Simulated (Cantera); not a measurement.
What does this Cantera script print?

```python
import numpy as np
import cantera as ct

gas_names = [...]  # 114 gases of nasa_gas.yaml made of C, Fe, H, O
cond_names = """
    C(gr) C6H6(L) C7H8(L) C8H18(L),n-octa Fe(a) Fe(c) Fe(d) Fe(L) FeC5O5(L) FeO(s) FeO(L) Fe(OH)2(s)
    Fe(OH)3(s) Fe2O3(s) Fe3O4(s) H2O(s) H2O(L)
""".split()


# ... load() reads the species with a 1 bar reference pressure and builds the phases ...
atoms = {
    'Fe(CO)5': {'Fe': 1, 'C': 5, 'O': 5},
    'H2': {'H': 2},
}
top_T = {'C(gr)': 4500, 'Fe2O3(s)': 1830, 'Fe3O4(s)': 1870}  # K; cautious upper limits of use, not melting points


# ... equilibrate(T, P, feed) seeds the gas with the atoms and calls Mixture.equilibrate('TP', solver="vcs", rtol=1e-11, max_steps=5000) ...
results = []
feed = {'Fe(CO)5': 1, 'H2': 19}  # mol
T = 798.15  # K
P = 1000  # Pa
mix = equilibrate(T, P, feed)
results.append((T, P, feed, dict(zip(mix.species_names, mix.species_moles))))
print(gas.report(threshold=1e-06))
for i in range(1, mix.n_phases):
    print(f"{mix.phase(i).name:16s} {mix.phase_moles(i):12.5e} mol")
```

Result:

```
       temperature   798.15 K
          pressure   1000 Pa
           density   0.00111 kg/m^3
  mean mol. weight   7.3662 kg/kmol
   phase of matter   gas

                          1 kg             1 kmol
                     ---------------   ---------------
          enthalpy       -2.3945e+06       -1.7639e+07  J
   internal energy       -3.2954e+06       -2.4275e+07  J
           entropy             29621        2.1819e+05  J/K
    Gibbs function       -2.6036e+07       -1.9179e+08  J
 heat capacity c_p            4207.8             30996  J/K
 heat capacity c_v            3079.1             22681  J/K

                      mass frac. Y      mole frac. X     chem. pot. / RT
                     ---------------   ---------------   ---------------
               CH4           0.01898          0.008715           -44.858
                CO           0.55877           0.14695           -48.227
               CO2           0.13527          0.022642           -95.222
                H2           0.21706            0.7931           -21.812
               H2O          0.069922          0.028591           -68.807
     [ +109 minor]        1.5711e-08        3.8924e-09

C(gr)             9.62717e-01 mol
Fe(a)             1.00000e+00 mol
FeC5O5(L)         0.00000e+00 mol
FeO(s)            0.00000e+00 mol
Fe(OH)2(s)        0.00000e+00 mol
Fe(OH)3(s)        0.00000e+00 mol
Fe2O3(s)          0.00000e+00 mol
Fe3O4(s)          0.00000e+00 mol
```

Cantera equilibrium calculation (NASA polynomials, part measured and part estimated; ideal gas, pure solids and liquids). Condensed phases not in the tables: cementite and carbon dissolved in iron.
